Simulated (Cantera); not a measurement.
Mixture: CH₄ : CO : O₂ : N₂ = 1 : 0.72 : 1.97 : 7.39 (molar parts), equivalence ratio 1.2, at 1.00 atm, adiabatic and at constant pressure. Ignition delay is the time to a rise of 400 K.

Model: GRI-Mech 3.0 (53 species, 325 reactions), integrated in Cantera.

What does this change do: CO 0.72 to 0.45 parts?


```json
[
 {"quantity": "delay at 1275 K", "before": "22.3 ms", "after": "20.4 ms"},
 {"quantity": "delay at 1375 K", "before": "5.66 ms", "after": "5.34 ms"},
 {"quantity": "delay at 1475 K", "before": "1.71 ms", "after": "1.65 ms"},
 {"quantity": "delay at 1575 K", "before": "0.621 ms", "after": "0.607 ms"},
 {"quantity": "delay at 1675 K", "before": "0.269 ms", "after": "0.265 ms"},
 {"quantity": "delay at 1775 K", "before": "0.133 ms", "after": "0.132 ms"},
 {"quantity": "apparent activation energy between 1575 and 1775 K", "before": "180 kJ/mol", "after": "180 kJ/mol"}
]
```

What does this change do: CO 0.72 to 1.5 parts?


```
quantity                                                before       after
--------------------------------------------------  ----------  ----------
delay at 1275 K                                        22.3 ms     25.9 ms
delay at 1375 K                                        5.66 ms     6.29 ms
delay at 1475 K                                        1.71 ms     1.83 ms
delay at 1575 K                                       0.621 ms    0.650 ms
delay at 1675 K                                       0.269 ms    0.279 ms
delay at 1775 K                                       0.133 ms    0.138 ms
apparent activation energy between 1575 and 1775 K  180 kJ/mol  180 kJ/mol
```

What does this change do: constant volume in place of constant pressure?


```json
[
 {"quantity": "delay at 1275 K", "before": "22.3 ms", "after": "20.8 ms"},
 {"quantity": "delay at 1375 K", "before": "5.66 ms", "after": "5.30 ms"},
 {"quantity": "delay at 1475 K", "before": "1.71 ms", "after": "1.61 ms"},
 {"quantity": "delay at 1575 K", "before": "0.621 ms", "after": "0.587 ms"},
 {"quantity": "delay at 1675 K", "before": "0.269 ms", "after": "0.255 ms"},
 {"quantity": "delay at 1775 K", "before": "0.133 ms", "after": "0.126 ms"},
 {"quantity": "apparent activation energy between 1575 and 1775 K", "before": "180 kJ/mol", "after": "180 kJ/mol"}
]
```
